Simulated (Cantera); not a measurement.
## Premixed flame

A freely propagating, adiabatic, planar premixed flame of 35.3 % H₂, 13.6 % O₂, 51.1 % N₂, unburnt at 400 K and 2.90 bar; unity-Lewis-number transport, grid criteria slope 0.08 and curve 0.16, no radiation.

Detailed kinetics in Cantera: the H2/O2 subset of GRI-Mech 3.0, which has no nitrogen chemistry. The hydrogen kinetics of GRI-Mech 3.0 are dated; newer H2 mechanisms differ, most at raised pressure. Unity Lewis numbers drop preferential diffusion, which matters most where H2 and H carry the flame. Burning velocities carry a grid error of a few per cent, more on coarse grids.

```csv
z (mm),T (K),u (m/s),x H₂,x O₂,x OH,x O,x H₂O₂,x HO₂
-0.265,400,2.99,0.353,0.136,<1e-8,<1e-8,<1e-8,<1e-8
-0.176,400,2.99,0.353,0.136,<1e-8,<1e-8,2.46e-8,1.78e-7
-0.132,401,3.00,0.353,0.136,<1e-8,2.44e-8,1.95e-7,1.42e-6
-0.0882,404,3.02,0.352,0.136,1.20e-8,2.22e-7,1.51e-6,1.13e-5
-0.0441,511,3.79,0.341,0.130,2.07e-5,1.67e-5,2.61e-5,0.000315
-0.0221,866,6.29,0.299,0.108,0.000674,0.000345,3.56e-5,0.000488
0,1340,9.44,0.204,0.0639,0.00288,0.00276,9.70e-6,0.000174
0.0221,1644,11.3,0.124,0.0267,0.00760,0.00534,3.30e-6,6.05e-5
0.0441,1803,12.3,0.0975,0.0125,0.0108,0.00567,2.08e-6,2.56e-5
0.0882,1966,13.2,0.0916,0.00628,0.0122,0.00441,1.11e-6,1.17e-5
0.176,2114,14.0,0.0920,0.00362,0.0112,0.00261,5.93e-7,6.18e-6
0.353,2230,14.7,0.0922,0.00186,0.00896,0.00130,3.42e-7,3.05e-6
0.706,2313,15.1,0.0923,0.000806,0.00632,0.000551,1.91e-7,1.28e-6
```
x: mole fraction of selected species; z is measured from the peak of heat release.

```
Quantity                     Result
------------------------  ---------
laminar burning velocity   299 cm/s
thermal thickness         0.0882 mm
peak x(OH)                   0.0122
peak x(O)                   0.00574
peak x(H₂O₂)                3.83e-5
peak x(HO₂)                0.000586
```
